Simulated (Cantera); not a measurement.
A closed system holds: 1 mol Si, 1.6 mol HCl, 13 mol H₂, at 9750 Torr.

Cantera equilibrium calculation (NASA polynomials, part measured and part estimated; ideal gas, pure solids and liquids). Candidate condensed phases: Si; 19 gas species. Gases not in the tables: Si₂H₆ and higher silanes. The numbers say what is thermodynamically allowed, not how fast it happens.

Over these rows the condensed part is Si(s). Partial pressures as log10 of bar:

```json
[
 {"T (K)": "1073", "1000/T (1/K)": "0.9320", "log p SiCl₂": "-2.99", "log p H₂": "1.10", "log p HCl": "-1.09", "log p SiHCl₃": "-0.61"},
 {"T (K)": "1173", "1000/T (1/K)": "0.8525", "log p SiCl₂": "-2.35", "log p H₂": "1.09", "log p HCl": "-0.81", "log p SiHCl₃": "-0.64"},
 {"T (K)": "1273", "1000/T (1/K)": "0.7855", "log p SiCl₂": "?", "log p H₂": "1.09", "log p HCl": "-0.58", "log p SiHCl₃": "-0.70"},
 {"T (K)": "1373", "1000/T (1/K)": "0.7283", "log p SiCl₂": "-1.43", "log p H₂": "1.09", "log p HCl": "-0.40", "log p SiHCl₃": "-0.79"},
 {"T (K)": "1473", "1000/T (1/K)": "0.6789", "log p SiCl₂": "-1.12", "log p H₂": "1.08", "log p HCl": "-0.27", "log p SiHCl₃": "-0.93"},
 {"T (K)": "1573", "1000/T (1/K)": "0.6357", "log p SiCl₂": "-0.90", "log p H₂": "1.08", "log p HCl": "-0.18", "log p SiHCl₃": "-1.13"}
]
```

### Question
Fit log p(SiCl₂) = a + b·(1000/T) to the five rows, give the apparent enthalpy, and predict the row at 1273 K.

### Answer
Means: 1000/T = 0.7655, log p = -1.758. Sxy = -0.435453, Sxx = 0.0610227, so b = -7.14 and a = -1.758 − (-7.14)×0.7655 = 3.71.
Apparent enthalpy: −19.145 × (-7.14) = 137 kJ/mol. With the condensed phases at unit activity, Si(s) + 2 HCl(g) = SiCl₂(g) + H₂(g) links this pressure to the main gases: over the six rows their terms move log p by +1.84 in all, so the slope isn't that reaction's ΔH° alone. The five rows lie within 0.07 of the line.
Prediction at 1273 K: 3.71 + (-7.14)×0.7855 = -1.90. The computed value is -1.84, 0.06 from the line.
